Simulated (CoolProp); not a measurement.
Vapour-liquid equilibrium of R1234yf (1) + R134a (2) at 0.018 MPa; x and y are mole fractions of (1).

Computed with CoolProp (multi-fluid Helmholtz-energy mixture model, Lemmon 2022 and Tillner-Roth 1994; pair parameters Bell 2022).

```json
[
 {"x": "0.05", "bubble temperature, mixture model (K)": "214.4", "bubble temperature, Raoult's law (K)": "214.8", "y, mixture model": "0.087", "y, Raoult's law": "0.065"},
 {"x": "0.2", "bubble temperature, mixture model (K)": "213.0", "bubble temperature, Raoult's law (K)": "214.1", "y, mixture model": "0.289", "y, Raoult's law": "0.248"},
 {"x": "0.35", "bubble temperature, mixture model (K)": "212.0", "bubble temperature, Raoult's law (K)": "213.4", "y, mixture model": "0.442", "y, Raoult's law": "0.416"},
 {"x": "0.5", "bubble temperature, mixture model (K)": "211.3", "bubble temperature, Raoult's law (K)": "212.7", "y, mixture model": "0.570", "y, Raoult's law": "0.570"},
 {"x": "0.65", "bubble temperature, mixture model (K)": "210.9", "bubble temperature, Raoult's law (K)": "212.1", "y, mixture model": "0.689", "y, Raoult's law": "0.712"},
 {"x": "0.8", "bubble temperature, mixture model (K)": "210.6", "bubble temperature, Raoult's law (K)": "211.4", "y, mixture model": "0.812", "y, Raoult's law": "0.842"},
 {"x": "0.95", "bubble temperature, mixture model (K)": "210.6", "bubble temperature, Raoult's law (K)": "210.8", "y, mixture model": "0.949", "y, Raoult's law": "0.962"}
]
```

The largest gap from Raoult's law is -1.4 K in bubble temperature, at x = 0.5. y crosses x between x = 0.8 and 0.95: the model has an azeotrope there.

Pair parameters are fitted to limited data, so mixtures are less certain than the pure fluids.
